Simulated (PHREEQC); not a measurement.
Consider water at 25 °C with 0.24 mmol/kgw PbCl2 and 0.091 mmol/kgw HNO3. Closed to the air; pH follows from the charge balance.

All values are PHREEQC results (ion-association model, phreeqc.dat), not measurements.

```tsv
quantity	before	after
pH	4.05	4.34
PbCl+ (mol/kgw)	3.93e-6	3.93e-6
PbNO3+ (mol/kgw)	2.78e-7	2.78e-7
PbOH+ (mol/kgw)	4.73e-8	9.09e-8
PbCl2 (mol/kgw)	2.78e-9	2.78e-9
Pb2OH+3 (mol/kgw)	2.84e-10	5.45e-10
SI of Pb(OH)2 (Pb(OH)2)	-3.73	-3.16
```

**Question.** Name the change that produced these shifts.
A) HNO3 from 9.1e-05 to 9.1e-06 mol/kgw
B) PbCl2 from 0.00024 to 0.000216 mol/kgw
C) 2.2e-05 mol/kgw K2CO3 added

**Answer.** C, 2.2e-05 mol/kgw K2CO3 added

This is a speciation only: nothing precipitates in the calculation.
